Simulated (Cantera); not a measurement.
## Boron, boron nitride and boron oxide: B₂O₃ + H₂ + N₂

Feed: 1 mol B₂O₃, 7.7 mol H₂, 7.6 mol N₂, at 0.100 bar.

These are equilibrium values from Cantera (NASA tables, ideal gas, pure condensed phases), not measurements of a reactor. Candidate condensed phases: B, BN, B₂O₃, B₃O₃H₃, H₂O; 39 gas species. N₂ is the only nitrogen source here; it is nearly inert below about 1500 K, so the nitride shown seldom forms there in practice. Mutual solubility and eutectic melting of coexisting phases are not modelled. Gases not in the tables: H₃BO₃. The numbers say what is thermodynamically allowed, not how fast it happens.

| T (°C) | x H₂ | x N₂ | x B₂O₃ | x HBO₂ | x HBO | x B₂O₂ | x H₂O | x H | n BN(s) | n B₂O₃(l) |
|---|---|---|---|---|---|---|---|---|---|---|
| 577 | 0.502 | 0.496 | <1e-12 | 8.59e-8 | 9.58e-12 | <1e-12 | 0.00186 | 4.59e-11 | 0.0190 | 0.990 |
| 677 | 0.502 | 0.496 | 2.68e-12 | 1.17e-6 | 7.74e-10 | <1e-12 | 0.00182 | 1.25e-9 | 0.0186 | 0.991 |
| 777 | 0.502 | 0.496 | 3.26e-10 | 9.39e-6 | 2.66e-8 | <1e-12 | 0.00175 | 1.82e-8 | 0.0179 | 0.991 |
| 877 | 0.502 | 0.496 | 1.66e-8 | 5.12e-5 | 4.85e-7 | 1.22e-11 | 0.00168 | 1.67e-7 | 0.0174 | 0.991 |
| 977 | 0.502 | 0.496 | 4.41e-7 | 0.000209 | 5.50e-6 | 1.02e-9 | 0.00161 | 1.08e-6 | 0.0174 | 0.990 |
| 1077 | 0.501 | 0.496 | 7.03e-6 | 0.000679 | 4.30e-5 | 4.32e-8 | 0.00153 | 5.34e-6 | 0.0189 | 0.985 |
| 1177 | 0.501 | 0.496 | 7.51e-5 | 0.00185 | 0.000251 | 1.08e-6 | 0.00146 | 2.12e-5 | 0.0231 | 0.971 |
| 1277 | 0.498 | 0.495 | 0.000583 | 0.00439 | 0.00116 | 1.76e-5 | 0.00139 | 7.03e-5 | 0.0306 | 0.933 |
| 1377 | 0.490 | 0.491 | 0.00348 | 0.00922 | 0.00438 | 0.000202 | 0.00131 | 0.000201 | 0.0361 | 0.820 |
| 1477 | 0.469 | 0.479 | 0.0167 | 0.0173 | 0.0140 | 0.00175 | 0.00120 | 0.000504 | 0.0104 | 0.451 |
| 1577 | 0.445 | 0.466 | 0.0330 | 0.0265 | 0.0217 | 0.00367 | 0.00172 | 0.00114 | 0 | 0 |
x: gas mole fraction; n: condensed amount in mol.

From 577 °C to 1477 °C the condensed part is BN(s) + B₂O₃(l). At 1577 °C nothing is condensed.
